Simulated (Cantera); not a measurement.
# Ammonia decomposition in nitride growth gas

A perfectly stirred reactor is fed with 5.00 % NH₃, 95.0 % H₂, at 1350 Torr; it is held at 2275 K, and followed from long to short residence time.

Model: the gas-phase N/H chemistry of the illustrative SiF4/NH3 mechanism in the Surface Chemkin manual (1991), integrated in Cantera. Walls and surfaces, which speed up NH3 decomposition in real reactors, are not modelled.

```tsv
τ (s)	x NH₃	x H₂	x N	x NH	x N₂H₂
3.8	0.000368	0.970	3.47e-7	1.09e-6	2.33e-10
1.2	0.000655	0.970	6.14e-7	1.94e-6	7.34e-10
0.40	0.00114	0.969	1.05e-6	3.33e-6	2.19e-9
0.13	0.00205	0.969	1.77e-6	5.75e-6	6.68e-9
0.042	0.00387	0.968	2.83e-6	9.72e-6	2.04e-8
0.014	0.00780	0.967	3.96e-6	1.54e-5	5.95e-8
0.0044	0.0171	0.963	4.64e-6	2.22e-5	1.61e-7
```
x: mole fraction; the columns are a selection and need not sum to one.
